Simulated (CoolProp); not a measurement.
Ammonia at 205.33 K and 0.19 MPa is throttled through a valve to 0.0458 MPa with no heat exchange. Each further row changes one setting.

Computed with CoolProp (reference Helmholtz-energy equation of state, Gao 2020).

```tsv
case	final density (kg/m³)
as stated	723
outlet pressure 0.0137 MPa	722
outlet pressure 0.0595 MPa	723
```
